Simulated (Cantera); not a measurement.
An isothermal, constant-pressure homogeneous reactor starts with NO : N₂ = 1 : 5.6 (molar parts), at 2175 K and 0.132 atm. Integrator tolerance rtol = 1e-08.

Detailed kinetics in Cantera: GRI-Mech 3.0 (53 species, 325 reactions).

Problem. What does this change do: temperature 2175 to 1850 K?

Solution. 
```json
[
 {"quantity": "x(NO) at 10.0 s", "before": "0.00752 (gas-phase equilibrium 0.00752)", "after": "0.121 (gas-phase equilibrium 0.00316)"},
 {"quantity": "x(O₂) at 10.0 s", "before": "0.0711 (gas-phase equilibrium 0.0711)", "after": "0.0150 (gas-phase equilibrium 0.0741)"},
 {"quantity": "x(N₂O) at 10.0 s", "before": "1.65e-7 (gas-phase equilibrium 1.65e-7)", "after": "5.92e-6 (gas-phase equilibrium 7.14e-8)"},
 {"quantity": "x(O) at 10.0 s", "before": "0.00169 (gas-phase equilibrium 0.00169)", "after": "6.97e-5 (gas-phase equilibrium 0.000145)"},
 {"quantity": "x(N₂) at 10.0 s", "before": "0.920 (gas-phase equilibrium 0.920)", "after": "0.864 (gas-phase equilibrium 0.923)"},
 {"quantity": "x(NO₂) at 10.0 s", "before": "2.10e-6 (gas-phase equilibrium 2.10e-6)", "after": "2.76e-5 (gas-phase equilibrium 1.55e-6)"}
]
```
